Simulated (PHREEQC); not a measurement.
A solution holds 0.016 mol H2SO4, 0.009 mol LiCl and 0.0044 mol MnSO4 per kg of water, at 20 °C. Closed to the air; pH follows from the charge balance.

Equilibrium calculation in PHREEQC: Pitzer model, pitzer.dat.

Task: The ionic strength comes out as 0.0573 mol/kgw. What activity coefficients do H+, Mn+2, HSO4-, Cl-, SO4-2 get?

Result: H+ 0.81, Mn+2 0.36, HSO4- 0.80, Cl- 0.81, SO4-2 0.37. Single-ion values are on the MacInnes scale.

Precipitation was switched off in this run.
